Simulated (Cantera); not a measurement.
A closed system holds: 1 mol TEOS, 20 mol NO, 2.3 mol H₂, at 1273 K and 203 Torr.

Equilibrium computed with Cantera from the NASA thermochemical tables; the gas is ideal and each condensed phase is pure. Candidate condensed phases: C, C₆H₆, C₇H₈, C₈H₁₈, H₂O, Si, SiC, SiO₂, Si₂N₂O, Si₃N₄; 151 gas species. The feed counts by its element totals alone. The tables hold silica as quartz up to 1696 K and as liquid above; real silica turns to tridymite and cristobalite and melts near 1996 K. Gases not in the tables: Si(OH)₄. Rates play no part.

Base state: N₂ 0.330, H₂O 0.297, CO₂ 0.165, H₂ 0.109, CO 0.0994 (mole fractions); condensed: SiO₂(β-quartz).

Problem. What changes in the equilibrium state with this change: temperature from 1273 K to 573 K?

Solution. 
| species | before | after |
|---|---|---|
| N₂ | 0.330 | 0.363 |
| H₂O | 0.297 | 0.318 |
| CO₂ | 0.165 | 0.240 |
| CO | 0.0994 | 0.000547 |
| H₂ | 0.109 | 0.0297 |
| CH₄ | 3.48e-9 | 0.0490 |
| NH₃ | 7.68e-7 | 5.62e-5 |
| SiO₂(β-quartz), mol | 1.00 | 0 |
| C(graphite), mol | 0 | 0.0286 |
| SiO₂(α-quartz), mol | 0 | 1.00 |
